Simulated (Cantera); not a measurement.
Feed: 1 mol FeS, 4.5 mol SO3, 0.063 mol O2, 0.11 mol H2S, at 2100 Pa.

Cantera equilibrium calculation (NASA polynomials, part measured and part estimated; ideal gas, pure solids and liquids). Candidate condensed phases: Fe, FeO, Fe(OH)2, Fe(OH)3, FeS, FeSO4, FeS2, Fe2O3, Fe2(SO4)3, Fe3O4, H2O, H2SO4, S; 22 gas species. Kinetics and transport are ignored.

**Question.** At 852 °C, list the 4 most abundant gas species with their mole fractions, and the condensed phases.

**Answer.** SO2 0.909, O2 0.0578, H2O 0.0181, SO3 0.0156. Condensed: Fe2O3(s).
